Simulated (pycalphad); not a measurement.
Computed with pycalphad from the COST 507 light-alloy database (1999), at 1 atm. These are 1990s assessments: newer ones move some temperatures and phases. Amounts are mole fractions of atoms. Diffusion is slow at the low end, where real alloys seldom reach equilibrium.

**Question.** Give the equilibrium state of Si-43Cu (at.%) at 550 K.

**Answer.** 
```
T = 550.00 K, P = 101325 Pa, N = 1 mol of atoms
G = -16642 J/mol, H = 7310 J/mol, S = 43.55 J/(mol K)  (SER reference)
chemical potentials (J/mol): Si -12177, Cu -22560
phase             fraction      x(Si)      x(Cu)
CU19SI6_ETA         0.5658     0.2400     0.7600
DIAMOND_A4          0.4342     1.0000       none
```

**Question.** Give the equilibrium state of Si-43Cu (at.%) at 1150 K.

**Answer.** 
```
T = 1150.00 K, P = 101325 Pa, N = 1 mol of atoms
G = -49649 J/mol, H = 30311 J/mol, S = 69.53 J/(mol K)  (SER reference)
chemical potentials (J/mol): Si -37765, Cu -65402
phase             fraction      x(Si)      x(Cu)
LIQUID              0.6556     0.3441     0.6559
DIAMOND_A4          0.3444     1.0000       none
```

Database names, with the compositions (at.%) that they take in these runs: CU19SI6_ETA: Cu 76 Si 24. DIAMOND_A4 is diamond (Si). An entry "none" or "no" means that the model of the phase leaves that element out.
